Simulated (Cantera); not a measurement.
What does this Cantera script print?

```python
import numpy as np
import cantera as ct

gas = ct.Solution("gri30.yaml")
gas.TPX = 1448, 13332, {'CO': 0.005, 'O2': 0.011, 'H2O': 0.0068, 'N2': 1}
reactor = ct.IdealGasConstPressureReactor(gas, energy="off", clone=False)
net = ct.ReactorNet([reactor])
net.rtol, net.atol = 1e-08, 1e-18
show = ['CO', 'O2', 'H2O', 'CO2', 'H2', 'N2O']
times = np.geomspace(4e-06, 80, 9)

steps = ct.SolutionArray(gas, extra=["t"])
rows = []
print(f"{'t/s':>10s}{'T/K':>9s}{'P/Pa':>11s}" + "".join(f"{s:>11s}" for s in show))
for t in times:
    while net.time < t:
        t_next = net.step()
        steps.append(gas.state, t=t_next)
    rows.append([np.interp(t, steps.t, y) for y in (steps.T, steps.P, *steps(*show).X.T)])
    print(f"{t:10.3e}{rows[-1][0]:9.1f}{rows[-1][1]:11.4g}" + "".join(f"{x:11.3e}" for x in rows[-1][2:]))
rate = np.gradient(steps.T, steps.t)
print("integrator steps:", len(steps.t))
if steps.T.max() > steps.T[0] + 200:
    print(f"time of steepest temperature rise: {steps.t[rate.argmax()]:.4e} s")
gas.TPX = 1448, 13332, {'CO': 0.005, 'O2': 0.011, 'H2O': 0.0068, 'N2': 1}
gas.equilibrate("TP")
print(f"equilibrium (TP): T = {gas.T:.1f} K  " + "  ".join(f"{s} {gas[s].X[0]:.3e}" for s in show))
```

It prints:

```
       t/s      T/K       P/Pa         CO         O2        H2O        CO2         H2        N2O
 4.000e-06   1448.0  1.333e+04  4.889e-03  1.075e-02  6.648e-03  3.555e-11  1.899e-17  4.899e-16
 3.271e-05   1448.0  1.333e+04  4.889e-03  1.075e-02  6.648e-03  2.915e-10  6.852e-15  4.112e-15
 2.675e-04   1448.0  1.333e+04  4.889e-03  1.075e-02  6.648e-03  2.482e-09  3.863e-12  4.039e-14
 2.187e-03   1448.0  1.333e+04  4.888e-03  1.075e-02  6.648e-03  5.146e-08  2.515e-09  8.644e-13
 1.789e-02   1448.0  1.333e+04  2.696e-03  9.438e-03  5.977e-03  2.193e-03  2.221e-04  3.592e-08
 1.463e-01   1448.0  1.333e+04  1.468e-04  8.314e-03  6.452e-03  4.752e-03  7.378e-05  6.229e-08
 1.196e+00   1448.0  1.333e+04  4.243e-06  8.322e-03  6.646e-03  4.896e-03  2.192e-06  6.710e-08
 9.783e+00   1448.0  1.333e+04  3.806e-07  8.328e-03  6.659e-03  4.900e-03  2.159e-07  6.311e-09
 8.000e+01   1448.0  1.333e+04  3.229e-07  8.328e-03  6.660e-03  4.900e-03  1.852e-07  5.316e-09
integrator steps: 1629
equilibrium (TP): T = 1448.0 K  CO 3.250e-07  O2 8.224e-03  H2O 6.660e-03  CO2 4.900e-03  H2 1.864e-07  N2O 5.297e-09
```

Cantera simulation using GRI-Mech 3.0 (53 species, 325 reactions); the numbers are that mechanism's predictions, not measurements.
